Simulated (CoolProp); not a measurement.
Saturation properties of dimethyl carbonate.

Model: reference Helmholtz-energy equation of state, Zhou 2011, in CoolProp.

| T (K) | p (MPa) | vapour density (kg/m³) | enthalpy of vaporisation (kJ/kg) | surface tension (mN/m) |
|---|---|---|---|---|
| 333.4 | 0.03529 | 1.162 | ? | 23.2 |
| 347.1 | 0.05883 | 1.873 | 386.7 | 21.2 |
| 360.7 | 0.09333 | 2.882 | 377.4 | 19.4 |
| 374.4 | 0.1427 | 4.290 | 367.8 | 17.5 |
| 388.1 | ? | 6.188 | ? | 15.7 |
| 401.7 | 0.3008 | ? | 347.4 | 14.0 |
| 415.4 | 0.4191 | 11.90 | 336.4 | 12.3 |
| 429.1 | 0.5702 | 16.02 | 324.7 | 10.7 |
| 442.7 | 0.7580 | 21.20 | 312.3 | 9.13 |
| 456.4 | 0.9913 | ? | 298.9 | 7.64 |
| 470.1 | 1.275 | 35.97 | 284.2 | 6.24 |
| 483.7 | 1.615 | 46.29 | 267.9 | 4.92 |
| 497.4 | 2.023 | 59.58 | 249.2 | 3.69 |
| 511.1 | 2.508 | 77.06 | 227.3 | 2.57 |
| 524.7 | ? | 101.0 | 200.3 | 1.58 |

### Question
Fill in the missing entries.

### Answer

- 333.4, enthalpy of vaporisation (kJ/kg): 395.9
- 388.1, p (MPa): 0.2107
- 388.1, enthalpy of vaporisation (kJ/kg): 357.8
- 401.7, vapour density (kg/m³): 8.668
- 456.4, vapour density (kg/m³): 27.75
- 524.7, p (MPa): 3.078

It boils at 363.3 K under 1 atm.

Surface tension comes from a separate correlation (Mulero 2014).
